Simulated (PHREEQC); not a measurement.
Make-up at 20 °C: 0.23 mol/kgw HF, 0.0018 mol/kgw NH4F and 0.0059 mol/kgw (NH4)2SiF6. Closed to the air; pH follows from the charge balance.

Model: ion-association model, phreeqc.dat, run in PHREEQC.

```json
[
 {"quantity": "pH", "before": "1.80", "after": "1.81"},
 {"quantity": "ionic strength (mol/kgw)", "before": "0.0377", "after": "0.0230"},
 {"quantity": "HF (mol/kgw)", "before": "0.203", "after": "0.204"},
 {"quantity": "HF2- (mol/kgw)", "before": "0.00855", "after": "0.00834"},
 {"quantity": "NH3 (mol/kgw)", "before": "2.80e-10", "after": "9.00e-11"},
 {"quantity": "SI of Quartz (SiO2)", "before": "-9.51", "after": "-10.17"}
]
```

Q: Which change was made?
A) temperature from 20 to 15 °C
B) (NH4)2SiF6 from 0.0059 to 0.00118 mol/kgw
C) temperature from 20 to 10 °C
D) temperature from 20 to 90 °C
E) HF left out

A: B, (NH4)2SiF6 from 0.0059 to 0.00118 mol/kgw

Precipitation was switched off in this run. SiF6-2 is the database's only silicon fluoride.
